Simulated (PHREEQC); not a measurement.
## Acid rinse or clean: an equilibrium model

Dissolve 70 mmol/kgw HNO3, 12 mmol/kgw CaCl2 and 47 mmol/kgw MnSO4 at 60 °C. Closed to the air; pH follows from the charge balance.

Model: ion-association model, phreeqc.dat, run in PHREEQC.

Precipitation was switched off in this run.

Question: Predict the pH, ionic strength.

Answer: pH 1.47; ionic strength 0.193 mol/kgw.

Question: In which forms is Mn present?

Answer: Mn+2 79 %, MnSO4 19 %, MnCl+ 2.2 % of the Mn.

Away from 25 °C the constants follow the database's enthalpies or fits; those with neither stay at their 25 °C values.
